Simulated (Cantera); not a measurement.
**Si3N4 + Cl2 + H2 (nitride etching)**

A closed system holds: 1 mol Si3N4, 0.51 mol Cl2, 4.4 mol H2, held at 1452 °C.

Method: chemical equilibrium by Gibbs-energy minimisation in Cantera with the NASA 1993 tables (ideal gas, pure condensed phases). Candidate condensed phases: NH4Cl, Si, Si3N4; 28 gas species. Mutual solubility and eutectic melting of coexisting phases are not modelled. The tables' values for SiCl, SiCl3, SiN are old estimates; treat these amounts as uncertain. Gases not in the tables: Si2H6 and higher silanes. The numbers say what is thermodynamically allowed, not how fast it happens.

| P (Pa) | x H2 | x N2 | x HCl | x Si | x SiCl2 | x H | n Si(l) | n Si3N4(s) |
|---|---|---|---|---|---|---|---|---|
| 1 | 0.503 | 0.252 | 0.0642 | 0.102 | 0.0283 | 0.0416 | 1.92 | 0 |
| 4.20 | 0.566 | 0.279 | 0.0729 | 0.0242 | 0.0324 | 0.0216 | 2.57 | 0 |
| 18 | 0.586 | 0.286 | 0.0759 | 0.00564 | 0.0339 | 0.0106 | 2.71 | 0 |
| 75 | 0.593 | 0.288 | 0.0769 | 0.00135 | 0.0344 | 0.00522 | 2.75 | 0 |
| 320 | 0.596 | 0.289 | 0.0773 | 0.000317 | 0.0346 | 0.00253 | 2.76 | 0 |
| 1300 | 0.682 | 0.189 | 0.0883 | 7.81e-5 | 0.0394 | 0.00134 | 1.47 | 0.429 |
| 5600 | 0.805 | 0.0438 | 0.104 | 1.81e-5 | 0.0460 | 0.000704 | 0.0955 | 0.888 |
| 24000 | 0.812 | 0.0254 | 0.124 | 2.31e-6 | 0.0359 | 0.000342 | 0 | 0.936 |
| 100000 | 0.809 | 0.0183 | 0.145 | 2.65e-7 | 0.0234 | 0.000167 | 0 | 0.954 |
x: gas mole fraction; n: condensed amount in mol.

From 1.00 Pa to 3.20 mbar the condensed part is Si(l). From 13.0 mbar to 56.0 mbar the condensed part is Si(l) + Si3N4(s). From 0.240 bar to 1.00 bar the condensed part is Si3N4(s). The main Si-bearing gas is Si at 1.00 Pa and SiCl2 at 1.00 bar. The share of Si in condensed phases is highest at 1.00 bar (95.4 %) and lowest at 1.00 Pa (64.1 %).
